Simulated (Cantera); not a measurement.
**Equilibrium for silicon nitride deposition: SiH4 + N2**

Input: 1 mol SiH4, 49 mol N2, equilibrated at 2.20 mbar.

Equilibrium computed with Cantera from the NASA thermochemical tables; the gas is ideal and each condensed phase is pure. Candidate condensed phases: Si, Si3N4; 18 gas species. N2 is the only nitrogen source here; it is nearly inert below about 1500 K, so the nitride shown seldom forms there in practice. The tables' values for SiN are old estimates; treat these amounts as uncertain. Kinetics and transport are ignored.

From 1202 °C to 1402 °C the condensed part is Si3N4(s). From 1452 °C to 1702 °C the condensed part is Si(l). From 1752 °C to 1802 °C nothing is condensed. The main Si-bearing gas is Si throughout.

| T (°C) | x N2 | x H2 | x Si | x H | x Si2N | x SiN | n Si3N4(s) | n Si(l) |
|---|---|---|---|---|---|---|---|---|
| 1202 | 0.960 | 0.0397 | 1.49e-7 | 5.51e-5 | 8.14e-10 | 9.80e-9 | 0.333 | 0 |
| 1252 | 0.960 | 0.0397 | 9.42e-7 | 0.000100 | 8.51e-9 | 5.01e-8 | 0.333 | 0 |
| 1302 | 0.960 | 0.0396 | 5.29e-6 | 0.000176 | 7.64e-8 | 2.31e-7 | 0.333 | 0 |
| 1352 | 0.960 | 0.0396 | 2.67e-5 | 0.000299 | 5.98e-7 | 9.64e-7 | 0.333 | 0 |
| 1402 | 0.960 | 0.0395 | 0.000122 | 0.000492 | 4.12e-6 | 3.69e-6 | 0.331 | 0 |
| 1452 | 0.960 | 0.0388 | 0.000461 | 0.000780 | 2.07e-5 | 1.18e-5 | 0 | 0.973 |
| 1502 | 0.959 | 0.0385 | 0.000998 | 0.00121 | 3.62e-5 | 2.19e-5 | 0 | 0.943 |
| 1552 | 0.958 | 0.0382 | 0.00207 | 0.00183 | 6.11e-5 | 3.91e-5 | 0 | 0.883 |
| 1602 | 0.955 | 0.0376 | 0.00412 | 0.00271 | 0.000100 | 6.76e-5 | 0 | 0.769 |
| 1652 | 0.951 | 0.0368 | 0.00791 | 0.00391 | 0.000160 | 0.000113 | 0 | 0.558 |
| 1702 | 0.943 | 0.0357 | 0.0147 | 0.00551 | 0.000249 | 0.000185 | 0 | 0.177 |
| 1752 | 0.939 | 0.0345 | 0.0182 | 0.00762 | 0.000179 | 0.000203 | 0 | 0 |
| 1802 | 0.938 | 0.0331 | 0.0185 | 0.0103 | 9.00e-5 | 0.000184 | 0 | 0 |
x: gas mole fraction; n: condensed amount in mol.
